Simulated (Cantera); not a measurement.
**SiH2Cl2 + HCl + N2 (silicon epitaxy and polysilicon growth)**

A closed system holds: 1 mol SiH2Cl2, 0.32 mol HCl, 140 mol N2, equilibrated at 873 K and 9.00 Torr.

Method: chemical equilibrium by Gibbs-energy minimisation in Cantera with the NASA 1993 tables (ideal gas, pure condensed phases). Candidate condensed phases: NH4Cl, Si, Si3N4; 28 gas species. N2 is the only nitrogen source here; it is nearly inert below about 1500 K, so the nitride shown seldom forms there in practice. Kinetics and transport are ignored.

```json
{
 "x(N2)": "0.985",
 "x(HCl)": "0.0127",
 "x(H2)": "0.00186",
 "x(SiCl4)": "0.000931",
 "n(Si3N4(s))": "0.289 mol",
 "gas_amount": "141.6 mol",
 "log10 activity of Si(s) (absent)": "-7.80"
}
```
